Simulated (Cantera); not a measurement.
## Metals in furnace atmospheres: Pb + CO₂ + CO

A closed system holds: 1 mol Pb, 0.33 mol CO₂, a varied amount of CO, at 1823.15 K and 360000 Pa.

These are equilibrium values from Cantera (NASA tables, ideal gas, pure condensed phases), not measurements of a reactor. Candidate condensed phases: C, Pb, PbO, PbO₂, Pb₃O₄; 15 gas species. Gases not in the tables: (PbO)n polymers. Rates play no part.

From 1.9 mol CO to 9.2 mol CO the condensed part is Pb(l). From 13 mol CO to 82 mol CO nothing is condensed.

```json
[
 {"n(CO) (mol)": "1.9", "log p CO": "0.45", "log p CO₂": "-0.31", "log p Pb": "-0.50", "log p Pb₂": "-3.15", "log p PbO": "-3.32", "n Pb(l)": "0.785"},
 {"n(CO) (mol)": "2.6", "log p CO": "0.46", "log p CO₂": "-0.43", "log p Pb": "-0.50", "log p Pb₂": "-3.15", "log p PbO": "-3.46", "n Pb(l)": "0.717"},
 {"n(CO) (mol)": "3.6", "log p CO": "0.48", "log p CO₂": "-0.56", "log p Pb": "-0.50", "log p Pb₂": "-3.15", "log p PbO": "-3.60", "n Pb(l)": "0.621"},
 {"n(CO) (mol)": "4.9", "log p CO": "0.49", "log p CO₂": "-0.68", "log p Pb": "-0.50", "log p Pb₂": "-3.15", "log p PbO": "-3.74", "n Pb(l)": "0.496"},
 {"n(CO) (mol)": "6.8", "log p CO": "0.50", "log p CO₂": "-0.82", "log p Pb": "-0.50", "log p Pb₂": "-3.15", "log p PbO": "-3.88", "n Pb(l)": "0.312"},
 {"n(CO) (mol)": "9.2", "log p CO": "0.50", "log p CO₂": "-0.94", "log p Pb": "-0.50", "log p Pb₂": "-3.15", "log p PbO": "-4.01", "n Pb(l)": "0.0810"},
 {"n(CO) (mol)": "13", "log p CO": "0.51", "log p CO₂": "-1.08", "log p Pb": "-0.60", "log p Pb₂": "-3.35", "log p PbO": "-4.26", "n Pb(l)": "0"},
 {"n(CO) (mol)": "17", "log p CO": "0.52", "log p CO₂": "-1.19", "log p Pb": "-0.71", "log p Pb₂": "-3.57", "log p PbO": "-4.48", "n Pb(l)": "0"},
 {"n(CO) (mol)": "24", "log p CO": "0.53", "log p CO₂": "-1.33", "log p Pb": "-0.85", "log p Pb₂": "-3.85", "log p PbO": "-4.77", "n Pb(l)": "0"},
 {"n(CO) (mol)": "32", "log p CO": "0.54", "log p CO₂": "-1.45", "log p Pb": "-0.97", "log p Pb₂": "-4.09", "log p PbO": "-5.02", "n Pb(l)": "0"},
 {"n(CO) (mol)": "44", "log p CO": "0.54", "log p CO₂": "-1.58", "log p Pb": "-1.10", "log p Pb₂": "-4.35", "log p PbO": "-5.29", "n Pb(l)": "0"},
 {"n(CO) (mol)": "60", "log p CO": "0.55", "log p CO₂": "-1.71", "log p Pb": "-1.23", "log p Pb₂": "-4.61", "log p PbO": "-5.55", "n Pb(l)": "0"},
 {"n(CO) (mol)": "82", "log p CO": "0.55", "log p CO₂": "-1.85", "log p Pb": "-1.36", "log p Pb₂": "-4.88", "log p PbO": "-5.82", "n Pb(l)": "0"}
]
```
log p: log10 of the partial pressure in bar; n: condensed amount in mol.
